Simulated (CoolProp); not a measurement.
Hexamethyldisiloxane (MM) at several states: Z from the reference equation and from simpler models built on Tc = 518.7 K, pc = 1.931 MPa, ω = 0.418; each cubic takes its own stable root.

Values from CoolProp's reference Helmholtz-energy equation of state, Thol 2016.

```tsv
T (K)	p (MPa)	phase	reference
304.7	0.107	liquid	0.009111
465.4	2.08	liquid	0.1575
345.2	0.0235	gas	0.9811
418.5	0.742	liquid	0.05598
451.1	0.0189	gas	0.9943
384.6	2.51	liquid	0.1904
```

Task: How far does each simpler model (Redlich-Kwong, Soave-Redlich-Kwong) lie from the reference over these 6 states: mean and median of the absolute difference, and the worst?

Result: 
- Redlich-Kwong: mean 10.3 %, median 12.9 %, worst +18.1 % at 465.4 K and 2.08 MPa
- Soave-Redlich-Kwong: mean 5.6 %, median 6.9 %, worst +10.8 % at 465.4 K and 2.08 MPa
